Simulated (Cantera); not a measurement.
An isothermal, constant-pressure homogeneous reactor starts with NH3 : N2 = 1 : 0.19 (molar parts), at 1723 K and 0.620 bar. Integrator tolerance rtol = 1e-08.

Cantera simulation using the gas-phase N/H chemistry of the illustrative SiF4/NH3 mechanism in the Surface Chemkin manual (1991); the numbers are that mechanism's predictions, not measurements. Walls and surfaces, which speed up NH3 decomposition in real reactors, are not modelled.

### Question
What does this change do: N2 0.19 to 0.83 parts?

### Answer
```csv
quantity,before,after
x(NH3) at 10.0 s,0.0357 (gas-phase equilibrium 6.74e-6),0.0254 (gas-phase equilibrium 5.60e-6)
x(N) at 10.0 s,1.92e-8 (gas-phase equilibrium 6.21e-12),2.03e-8 (gas-phase equilibrium 7.58e-12)
x(NH2) at 10.0 s,2.17e-5 (gas-phase equilibrium 4.88e-9),1.76e-5 (gas-phase equilibrium 4.61e-9)
x(N2H4) at 10.0 s,1.86e-9 (gas-phase equilibrium <1e-12),1.23e-9 (gas-phase equilibrium <1e-12)
x(H2) at 10.0 s,0.656 (gas-phase equilibrium 0.685),0.505 (gas-phase equilibrium 0.530)
```
